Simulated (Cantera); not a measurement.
What does this Cantera script print?

```python
import numpy as np
import cantera as ct

gas = ct.Solution("gri30.yaml")
gas.TPX = 1398, 1800000, {'C3H8': 1, 'O2': 3.85, 'N2': 36.5, 'H2O': 2.3}
reactor = ct.IdealGasReactor(gas, energy="on", clone=False)
net = ct.ReactorNet([reactor])
net.rtol, net.atol = 1e-08, 1e-16
show = ['C3H8', 'O2', 'H2O', 'HCO', 'CH2O', 'NO2', 'C2H6']
times = np.geomspace(2e-06, 2, 11)

steps = ct.SolutionArray(gas, extra=["t"])
rows = []
print(f"{'t/s':>10s}{'T/K':>9s}{'P/Pa':>11s}" + "".join(f"{s:>11s}" for s in show))
for t in times:
    while net.time < t:
        t_next = net.step()
        steps.append(gas.state, t=t_next)
    rows.append([np.interp(t, steps.t, y) for y in (steps.T, steps.P, *steps(*show).X.T)])
    print(f"{t:10.3e}{rows[-1][0]:9.1f}{rows[-1][1]:11.4g}" + "".join(f"{x:11.3e}" for x in rows[-1][2:]))
rate = np.gradient(steps.T, steps.t)
print("integrator steps:", len(steps.t))
if steps.T.max() > steps.T[0] + 200:
    print(f"time of steepest temperature rise: {steps.t[rate.argmax()]:.4e} s")
gas.TPX = 1398, 1800000, {'C3H8': 1, 'O2': 3.85, 'N2': 36.5, 'H2O': 2.3}
gas.equilibrate("UV")
print(f"equilibrium (UV): T = {gas.T:.1f} K  " + "  ".join(f"{s} {gas[s].X[0]:.3e}" for s in show))
```

It prints:

```
       t/s      T/K       P/Pa       C3H8         O2        H2O        HCO       CH2O        NO2       C2H6
 2.000e-06   1397.5  1.799e+06  2.283e-02  8.816e-02  5.270e-02  2.268e-10  6.306e-06  2.348e-17  2.475e-06
 7.962e-06   1397.1    1.8e+06  2.232e-02  8.796e-02  5.284e-02  8.164e-09  1.236e-04  3.222e-15  9.811e-05
 3.170e-05   1399.3  1.807e+06  1.984e-02  8.683e-02  5.371e-02  5.829e-08  6.852e-04  1.613e-13  6.445e-04
 1.262e-04   2449.0  3.311e+06  3.034e-33  2.764e-05  1.184e-01  7.783e-08  7.828e-09  3.270e-09  9.841e-23
 5.024e-04   2448.8   3.31e+06  2.974e-33  2.656e-05  1.184e-01  7.699e-08  7.831e-09  5.190e-09  9.670e-23
 2.000e-03   2447.9  3.309e+06  3.091e-33  2.617e-05  1.183e-01  7.696e-08  7.857e-09  1.058e-08  9.940e-23
 7.962e-03   2447.3  3.308e+06  3.174e-33  2.593e-05  1.183e-01  7.694e-08  7.874e-09  1.402e-08  1.013e-22
 3.170e-02   2447.3  3.308e+06  3.175e-33  2.592e-05  1.183e-01  7.694e-08  7.874e-09  1.407e-08  1.013e-22
 1.262e-01   2447.3  3.308e+06  3.175e-33  2.592e-05  1.183e-01  7.694e-08  7.874e-09  1.407e-08  1.013e-22
 5.024e-01   2447.3  3.308e+06  3.175e-33  2.592e-05  1.183e-01  7.694e-08  7.874e-09  1.407e-08  1.013e-22
 2.000e+00   2447.3  3.308e+06  3.175e-33  2.592e-05  1.183e-01  7.694e-08  7.874e-09  1.407e-08  1.013e-22
integrator steps: 1977
time of steepest temperature rise: 8.7842e-05 s
equilibrium (UV): T = 2447.3 K  C3H8 3.900e-33  O2 2.592e-05  H2O 1.183e-01  HCO 7.694e-08  CH2O 7.874e-09  NO2 1.407e-08  C2H6 1.219e-22
```

Cantera simulation using GRI-Mech 3.0 (53 species, 325 reactions); the numbers are that mechanism's predictions, not measurements. GRI-Mech 3.0 was tuned for natural gas; its chemistry of propane as a main component is partial and can be far from experiment. The pressure lies above the range GRI-Mech 3.0 was tuned for (to about 10 atm).
